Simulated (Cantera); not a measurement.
# BF₃ + H₂O + H₂ (boron, boron nitride and boron oxide)

A closed system holds: 1 mol BF₃, 1 mol H₂O, 0.12 mol H₂, equilibrated at 14.0 mbar.

Method: chemical equilibrium by Gibbs-energy minimisation in Cantera with the NASA 1993 tables (ideal gas, pure condensed phases). Candidate condensed phases: B, B₂O₃, B₃O₃H₃, H₂O; 43 gas species. The tables' values for BF₂ are old estimates; treat these amounts as uncertain. Gases not in the tables: H₃BO₃. Rates play no part.

```tsv
T (°C)	x HF	x BOF	x BF₃	x H₂O	x H₂	x B₃O₃F₃	x HBO₂	n B₂O₃(l)
1000	0.437	0.0618	0.220	0.193	0.0499	0.0301	0.00820	0.0432
1150	0.479	0.201	0.136	0.119	0.0440	0.00454	0.0164	0
1300	0.555	0.262	0.0708	0.0606	0.0411	0.000127	0.0101	0
1450	0.596	0.289	0.0370	0.0313	0.0397	4.72e-6	0.00568	0
1600	0.616	0.303	0.0205	0.0173	0.0386	2.69e-7	0.00332	0
1750	0.626	0.309	0.0120	0.0102	0.0371	2.27e-8	0.00206	0
1900	0.629	0.312	0.00745	0.00654	0.0345	2.64e-9	0.00136	0
```
x: gas mole fraction; n: condensed amount in mol.

At 1000 °C the condensed part is B₂O₃(l). From 1150 °C to 1900 °C nothing is condensed.
